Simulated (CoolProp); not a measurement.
Vapour-liquid equilibrium of R134a (1) + R142b (2) at 0.587 MPa; x and y are mole fractions of (1).

Model: multi-fluid Helmholtz-energy mixture model, Tillner-Roth 1994 and Lemmon 2006; pair parameters Bell 2016, in CoolProp.

Question: Give the bubble temperature and the first vapour's composition at x = 0.05, 0.15, 0.55. Is there an azeotrope?

Answer: x = 0.05: 315.3 K, y = 0.094; x = 0.15: 311.6 K, y = 0.256; x = 0.55: 301.0 K, y = 0.684. No azeotrope shows between x = 0.05 and 0.95.

The pair parameters rest on a limited set of measurements; away from them the model extrapolates.
